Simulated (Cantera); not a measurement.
A closed system holds: 1 mol C2F6, 0.051 mol HCl, at 17.0 Pa.

Equilibrium computed with Cantera from the NASA thermochemical tables; the gas is ideal and each condensed phase is pure. Candidate condensed phases: C, C6H6, C7H8, C8H18; 118 gas species. The feed counts by its element totals alone. Equilibrium is a limit: real reactors are often held back by kinetics, nucleation or transport. All values below are at 2698 K.

Base state: F 0.863, C3 0.0504, CF 0.0494, C 0.0122, Cl 0.00789, HF 0.00735, C2 0.00482, CF2 0.00397 (mole fractions); condensed: C(graphite).

What changes in the equilibrium state with this change: pressure from 17.0 Pa to 7.30 Pa?


```csv
species,before,after
F,0.863,0.840
C3,0.0504,0.0708
CF,0.0494,0.0406
C,0.0122,0.0240
CF2,0.00397,0.00137
H,0.000537,0.00112
C2,0.00482,0.00802
"C(graphite), mol",0.523,0
```

What changes in the equilibrium state with this change: HCl from 0.051 to 2.7 mol?


```
species             before     after
----------------  --------  --------
F                    0.863     0.359
Cl                 0.00789     0.276
HF                 0.00735     0.234
H                 0.000537    0.0412
CF                  0.0494    0.0205
C                   0.0122    0.0122
C3                  0.0504    0.0504
H2                 1.54e-8   9.07e-5
HCl                3.25e-7  0.000873
C2H                1.33e-6  0.000102
CF2                0.00397  0.000686
C4                 6.57e-5   6.57e-5
C(graphite), mol     0.523    0.0832
```
